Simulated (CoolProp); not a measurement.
Model: reference Helmholtz-energy equation of state, Fiedler 2023, in CoolProp.

Q: For tetrahydrofuran, give the phase and the density (kg/m³), cv (kJ/(kg K)), Joule-Thomson coefficient (K/MPa), fugacity coefficient at -31.15 °C and 11.4 MPa; -19.95 °C and 11.4 MPa.

A: 
- -31.15 °C and 11.4 MPa: liquid; density 949, cv 1.06, Joule-Thomson coefficient -0.505, fugacity coefficient 0.000124
- -19.95 °C and 11.4 MPa: liquid; density 938, cv 1.08, Joule-Thomson coefficient -0.492, fugacity coefficient 0.000262
